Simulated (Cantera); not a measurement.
Cantera run, input and output.

```python
import numpy as np
import cantera as ct

gas = ct.Solution("gri30.yaml")
gas.TPX = 1148, 13332, {'C2H4': 1, 'H2': 51}
reactor = ct.IdealGasConstPressureReactor(gas, energy="off", clone=False)
net = ct.ReactorNet([reactor])
net.rtol, net.atol = 1e-08, 1e-18
show = ['C2H4', 'H2', 'H', 'C2H', 'CH2']
times = np.geomspace(0.0003, 8, 11)

steps = ct.SolutionArray(gas, extra=["t"])
rows = []
print(f"{'t/s':>10s}{'T/K':>9s}{'P/Pa':>11s}" + "".join(f"{s:>11s}" for s in show))
for t in times:
    while net.time < t:
        t_next = net.step()
        steps.append(gas.state, t=t_next)
    rows.append([np.interp(t, steps.t, y) for y in (steps.T, steps.P, *steps(*show).X.T)])
    print(f"{t:10.3e}{rows[-1][0]:9.1f}{rows[-1][1]:11.4g}" + "".join(f"{x:11.3e}" for x in rows[-1][2:]))
rate = np.gradient(steps.T, steps.t)
print("integrator steps:", len(steps.t))
if steps.T.max() > steps.T[0] + 200:
    print(f"time of steepest temperature rise: {steps.t[rate.argmax()]:.4e} s")
gas.TPX = 1148, 13332, {'C2H4': 1, 'H2': 51}
gas.equilibrate("TP")
print(f"equilibrium (TP): T = {gas.T:.1f} K  " + "  ".join(f"{s} {gas[s].X[0]:.3e}" for s in show))
```

It prints:

```
       t/s      T/K       P/Pa       C2H4         H2          H        C2H        CH2
 3.000e-04   1148.0  1.333e+04  1.923e-02  9.808e-01  1.447e-11  1.543e-23  2.455e-19
 8.312e-04   1148.0  1.333e+04  1.923e-02  9.808e-01  4.104e-11  1.214e-22  7.415e-19
 2.303e-03   1148.0  1.333e+04  1.923e-02  9.808e-01  1.147e-10  9.481e-22  2.117e-18
 6.381e-03   1148.0  1.333e+04  1.923e-02  9.808e-01  3.195e-10  7.293e-21  5.940e-18
 1.768e-02   1148.0  1.333e+04  1.923e-02  9.808e-01  9.019e-10  5.721e-20  1.681e-17
 4.899e-02   1148.0  1.333e+04  1.923e-02  9.808e-01  2.846e-09  5.095e-19  5.309e-17
 1.357e-01   1148.0  1.333e+04  1.922e-02  9.808e-01  1.809e-08  9.833e-18  3.375e-16
 3.761e-01   1148.0  1.333e+04  1.903e-02  9.808e-01  1.332e-06  1.012e-14  2.866e-14
 1.042e+00   1148.0  1.333e+04  1.634e-02  9.799e-01  4.360e-06  7.045e-13  4.847e-13
 2.887e+00   1148.0  1.333e+04  1.291e-02  9.779e-01  3.882e-06  1.279e-12  8.771e-13
 8.000e+00   1148.0  1.333e+04  9.900e-03  9.746e-01  3.187e-06  1.026e-12  1.153e-12
integrator steps: 556
equilibrium (TP): T = 1148.0 K  C2H4 2.360e-05  H2 9.608e-01  H 1.936e-07  C2H 1.405e-16  CH2 1.326e-14
```

Model: GRI-Mech 3.0 (53 species, 325 reactions), integrated in Cantera. GRI-Mech 3.0 was tuned for natural gas; its chemistry of ethylene as a main component is partial and can be far from experiment. GRI-Mech 3.0 stops at C3 and has no aromatics, soot or wall deposition, so with more carbon than oxygen in the feed, carbon stays in small species such as C2H2 where larger ones or solid carbon would form.
